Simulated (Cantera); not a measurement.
# Pyrogenic steam for wet oxidation

An isothermal, constant-pressure homogeneous reactor starts with 11.7 % H₂, 9.71 % O₂, 78.6 % N₂, at 998 K and 0.500 bar.

Cantera simulation using the H2/O2 subset of GRI-Mech 3.0, which has no nitrogen chemistry; the numbers are that mechanism's predictions, not measurements. The temperature is held fixed by assumption; the heat of reaction is taken as removed at once.

```json
[
 {"t (s)": "0.000900", "x H₂": "0.0159", "x O₂": "0.0489", "x H₂O": "0.105", "x OH": "0.000698", "x O": "0.000733", "x H₂O₂": "3.56e-6", "x H": "0.00304"},
 {"t (s)": "0.00239", "x H₂": "0.00277", "x O₂": "0.0425", "x H₂O": "0.121", "x OH": "4.75e-5", "x O": "3.84e-5", "x H₂O₂": "2.60e-6", "x H": "3.07e-5"},
 {"t (s)": "0.00637", "x H₂": "0.00146", "x O₂": "0.0419", "x H₂O": "0.122", "x OH": "1.04e-5", "x O": "6.88e-6", "x H₂O₂": "4.29e-6", "x H": "3.43e-6"},
 {"t (s)": "0.0169", "x H₂": "0.000962", "x O₂": "0.0417", "x H₂O": "0.123", "x OH": "3.24e-6", "x O": "1.77e-6", "x H₂O₂": "6.20e-6", "x H": "7.12e-7"},
 {"t (s)": "0.0451", "x H₂": "0.000570", "x O₂": "0.0415", "x H₂O": "0.123", "x OH": "2.02e-6", "x O": "8.18e-7", "x H₂O₂": "4.67e-6", "x H": "2.69e-7"},
 {"t (s)": "0.120", "x H₂": "0.000248", "x O₂": "0.0414", "x H₂O": "0.123", "x OH": "1.15e-6", "x O": "2.67e-7", "x H₂O₂": "1.72e-6", "x H": "6.86e-8"},
 {"t (s)": "0.319", "x H₂": "8.12e-5", "x O₂": "0.0413", "x H₂O": "0.124", "x OH": "5.25e-7", "x O": "5.05e-8", "x H₂O₂": "3.06e-7", "x H": "1.06e-8"},
 {"t (s)": "0.848", "x H₂": "2.36e-5", "x O₂": "0.0412", "x H₂O": "0.124", "x OH": "2.10e-7", "x O": "6.71e-9", "x H₂O₂": "3.49e-8", "x H": "1.26e-9"},
 {"t (s)": "2.26", "x H₂": "6.12e-6", "x O₂": "0.0412", "x H₂O": "0.124", "x OH": "9.25e-8", "x O": "8.41e-10", "x H₂O₂": "3.21e-9", "x H": "1.50e-10"},
 {"t (s)": "6.00", "x H₂": "1.02e-6", "x O₂": "0.0412", "x H₂O": "0.124", "x OH": "5.38e-8", "x O": "9.66e-11", "x H₂O₂": "1.98e-10", "x H": "1.55e-11"}
]
```
x: mole fraction; the columns are a selection and need not sum to one.

Equilibrium at this temperature and pressure: H₂ 7.14e-11, O₂ 0.0412, H₂O 0.124, OH 9.76e-8, O 4.28e-11, H₂O₂ 4.88e-11, H <1e-12 (gas phase only).
